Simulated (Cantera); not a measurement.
Charge: 1 mol borazine, 8.1 mol H2, 0.32 mol H2O, at 1602 °C and 0.000830 bar.

Cantera equilibrium calculation (NASA polynomials, part measured and part estimated; ideal gas, pure solids and liquids). Candidate condensed phases: B, BN, B2O3, B3O3H3, H2O; 39 gas species. The feed counts by its element totals alone. Mutual solubility and eutectic melting of coexisting phases are not modelled. The tables' values for BH2 are old estimates; treat these amounts as uncertain. The numbers say what is thermodynamically allowed, not how fast it happens.

Base state: H2 0.933, H 0.0220, N2 0.0194, HBO 0.0176, BO 0.00681, B2O2 0.00110, BH2 0.000203, B2O 7.12e-5 (mole fractions); condensed: B(s) + BN(s).

### Question
What changes in the equilibrium state with this change: H2O from 0.32 to 11 mol?

### Answer
| species | before | after |
|---|---|---|
| H2 | 0.933 | 0.606 |
| H2O | 9.30e-7 | 0.203 |
| HBO2 | 5.01e-6 | 0.107 |
| HBO | 0.0176 | 0.00111 |
| N2 | 0.0194 | 0.0592 |
| H | 0.0220 | 0.0177 |
| OH | 1.71e-9 | 0.000463 |
| BH2 | 0.000203 | <1e-9 |
| B2O | 7.12e-5 | <1e-9 |
| B(s), mol | 0.141 | 0 |
| BN(s), mol | 2.54 | 0 |
